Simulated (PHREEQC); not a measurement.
**Buffer: speciation**

Consider water at 25 °C with 0.0062 mol/kgw NH4Cl, 0.002 mol/kgw KOH, 0.2 mol/kgw LiCl and 0.0062 mol/kgw Na2SO4. Closed to the air; pH follows from the charge balance.

All values are PHREEQC results (ion-association model, wateq4f.dat), not measurements.

```yaml
pH: 9.05
ionic_strength: 0.222 mol/kgw
activity_of_water: 0.993
total_alkalinity: 2.00 meq/kg
```

```
species  molality  activity   log γ
-------  --------  --------  ------
Cl-         0.206     0.145  -0.153
Li+         0.199     0.149  -0.125
Na+        0.0123   0.00909  -0.132
SO4-2     0.00482   0.00136  -0.551
NH4+      0.00414   0.00308  -0.129
NH3       0.00198   0.00198   0.000
K+        0.00198   0.00139  -0.153
LiSO4-    0.00121  0.000883  -0.135
NaSO4-    8.35e-5   6.18e-5  -0.131
NH4SO4-   7.34e-5   5.37e-5  -0.135
KSO4-     1.80e-5   1.33e-5  -0.131
OH-       1.61e-5   1.13e-5  -0.156
H+        1.11e-9  8.83e-10  -0.100
```

Precipitation was switched off in this run.
